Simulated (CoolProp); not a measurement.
A single-stage vapour-compression cycle with the fluid: evaporating at 287.15 K (dew point), condensing at 347.15 K (bubble point), superheat 8 K, subcooling 0 K, compressor efficiency 0.65, no pressure losses. The same conditions are run with several fluids, on thermodynamics alone (safety and materials aside).

Model: reference Helmholtz-energy equation of state of each fluid (R152A: Outcalt 1996; R245fa: Akasaka 2015; c-C4F8 (RC318): Platzer 1990; R11: Jacobsen 1992; R21: Platzer 1990; hydrogen sulfide: Lemmon 2006), in CoolProp. The equations of Platzer and Polt are older, rougher fits.

Q: Rank R152A, R245fa, c-C4F8 (RC318), R11, R21, hydrogen sulfide by cooling COP, highest first.

A: R11 (2.53), R21 (2.51), R245fa (2.25), R152A (2.19), hydrogen sulfide (2.03), c-C4F8 (RC318) (1.62)

```
fluid             pressure ratio  discharge temperature (K)  refrigerating effect (kJ/kg)  volumetric capacity (kJ/m³)
----------------  --------------  -------------------------  ----------------------------  ---------------------------
R152A                       4.85                      388.4                           186                         2360
R245fa                      6.97                      363.3                           122                          673
c-C4F8 (RC318)              5.42                      347.2                          45.1                          855
R11                         6.37                      389.2                           135                          551
R21                         6.03                      412.1                           177                          947
hydrogen sulfide            3.73                      452.5                           299                         7330
```

The compression ends wet for: c-C4F8 (RC318).
